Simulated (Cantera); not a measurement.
Charge: 1 mol PbO, 2.6 mol CO, 40 mol N2, at 1.33 mbar.

Equilibrium computed with Cantera from the NASA thermochemical tables; the gas is ideal and each condensed phase is pure. Candidate condensed phases: C, Pb, PbO, PbO2, Pb3O4; 27 gas species. Equilibrium is a limit: real reactors are often held back by kinetics, nucleation or transport.

x: gas mole fraction; n: condensed amount in mol.

| T (K) | x N2 | x CO | x CO2 | x Pb | x PbO | x Pb2 | x NO | n Pb(l) |
|---|---|---|---|---|---|---|---|---|
| 775 | 0.939 | 0.0376 | 0.0235 | 1.87e-5 | <1e-12 | <1e-12 | <1e-12 | 0.999 |
| 825 | 0.939 | 0.0376 | 0.0235 | ? | ? | ? | <1e-12 | 0.995 |
| 875 | 0.938 | 0.0375 | 0.0235 | 0.000506 | 4.10e-11 | 1.86e-10 | <1e-12 | 0.978 |
| 925 | 0.937 | 0.0375 | 0.0234 | 0.00200 | 5.23e-10 | 1.87e-9 | <1e-12 | 0.914 |
| 975 | 0.933 | 0.0373 | 0.0233 | 0.00688 | 5.11e-9 | 1.48e-8 | <1e-12 | 0.705 |
| 1025 | 0.919 | 0.0368 | 0.0230 | 0.0209 | 3.99e-8 | 9.46e-8 | <1e-12 | 0.0923 |
| 1075 | 0.917 | 0.0367 | 0.0229 | 0.0229 | 1.03e-7 | 8.22e-8 | 1.77e-12 | 0 |
| 1125 | 0.917 | 0.0367 | 0.0229 | 0.0229 | 2.24e-7 | 6.09e-8 | 1.13e-11 | 0 |
| 1175 | 0.917 | 0.0367 | 0.0229 | 0.0229 | 4.56e-7 | 4.62e-8 | 6.20e-11 | 0 |
| 1225 | 0.917 | 0.0367 | 0.0229 | 0.0229 | ? | ? | ? | 0 |
| 1275 | 0.917 | 0.0367 | 0.0229 | 0.0229 | 1.59e-6 | 2.84e-8 | 1.24e-9 | 0 |
| 1325 | 0.917 | 0.0367 | 0.0229 | 0.0229 | 2.76e-6 | 2.29e-8 | 4.68e-9 | 0 |
| 1375 | 0.917 | 0.0367 | 0.0229 | 0.0229 | 4.60e-6 | 1.87e-8 | 1.60e-8 | 0 |
| 1425 | 0.917 | 0.0367 | 0.0229 | 0.0229 | 7.39e-6 | 1.55e-8 | 5.02e-8 | 0 |

Task: Fill in the missing entries.

Result: 
- 825, x Pb: 0.000108
- 825, x PbO: 2.35e-12
- 825, x Pb2: 1.38e-11
- 1225, x PbO: 8.73e-7
- 1225, x Pb2: 3.59e-8
- 1225, x NO: 2.95e-10
